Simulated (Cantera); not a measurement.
Mixture: C₃H₈ : O₂ : N₂ = 1 : 3.85 : 21.9 (molar parts), equivalence ratio 1.3, at 33000 Pa, adiabatic and at constant volume. Ignition delay is the time to a rise of 400 K.

Cantera simulation using GRI-Mech 3.0 (53 species, 325 reactions); the numbers are that mechanism's predictions, not measurements. GRI-Mech 3.0 was tuned for natural gas; its chemistry of propane as a main component is partial and can be far from experiment.

### Question
Predict: delay at 1000 K; delay at 1100 K; delay at 1200 K; delay at 1300 K; delay at 1400 K; delay at 1500 K; apparent activation energy between 1300 and 1500 K.

### Answer
| Quantity | Value |
|---|---|
| delay at 1000 K | 1.56 s |
| delay at 1100 K | 0.118 s |
| delay at 1200 K | 12.4 ms |
| delay at 1300 K | 2.07 ms |
| delay at 1400 K | 0.531 ms |
| delay at 1500 K | 0.195 ms |
| apparent activation energy between 1300 and 1500 K | 190 kJ/mol |
